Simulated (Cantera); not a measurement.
Cantera run:

```python
import numpy as np
import cantera as ct

gas_names = [...]  # 47 gases of nasa_gas.yaml made of Cl, H, N, O, Si
cond_names = """
    H2O(s) H2O(L) NH4CL(a) NH4CL(b) Si(cr) Si(L) SiO2(Lqz) SiO2(hqz) SiO2(L) Si2N2O(s) Si3N4(a)
""".split()


# ... load() reads the species with a 1 bar reference pressure and builds the phases ...
atoms = {
    'SiH2Cl2': {'Si': 1, 'H': 2, 'CL': 2},
    'NO': {'N': 1, 'O': 1},
}
top_T = {'Si2N2O(s)': 2100, 'Si3N4(a)': 2400}  # K; cautious upper limits of use, not melting points


# ... equilibrate(T, P, feed) seeds the gas with the atoms and calls Mixture.equilibrate('TP', solver="vcs", rtol=1e-11, max_steps=5000) ...
results = []
feed = {'SiH2Cl2': 1, 'NO': 1.1}  # mol
T = 1498.15  # K
P = 100000  # Pa
mix = equilibrate(T, P, feed)
results.append((T, P, feed, dict(zip(mix.species_names, mix.species_moles))))
print(gas.report(threshold=0.001))
for i in range(1, mix.n_phases):
    print(f"{mix.phase(i).name:16s} {mix.phase_moles(i):12.5e} mol")
```

Result:

```
       temperature   1498.2 K
          pressure   1e+05 Pa
           density   0.31329 kg/m^3
  mean mol. weight   39.024 kg/kmol
   phase of matter   gas

                          1 kg             1 kmol
                     ---------------   ---------------
          enthalpy        -1.485e+06       -5.7953e+07  J
   internal energy       -1.8042e+06       -7.0409e+07  J
           entropy            6513.7        2.5419e+05  J/K
    Gibbs function       -1.1243e+07       -4.3877e+08  J
 heat capacity c_p            981.14             38289  J/K
 heat capacity c_v            768.08             29974  J/K

                      mass frac. Y      mole frac. X     chem. pot. / RT
                     ---------------   ---------------   ---------------
               HCL           0.62176           0.66553           -33.217
                H2         0.0061508           0.11906           -20.727
                N2           0.11054           0.15398           -27.879
             SiCL3          0.012424         0.0036064           -82.828
             SiCL4           0.24362          0.055961           -105.68
            SiHCL3         0.0035752         0.0010301           -93.192
     [  +41 minor]         0.0019417        0.00083166

Si(cr)            0.00000e+00 mol
SiO2(hqz)         4.45123e-01 mol
Si2N2O(s)         2.09637e-01 mol
Si3N4(a)          0.00000e+00 mol
```

Cantera equilibrium calculation (NASA polynomials, part measured and part estimated; ideal gas, pure solids and liquids). Mutual solubility and eutectic melting of coexisting phases are not modelled. The tables' values for SiCl3 are old estimates; treat these amounts as uncertain. The tables hold silica as quartz up to 1696 K and as liquid above; real silica turns to tridymite and cristobalite and melts near 1996 K.
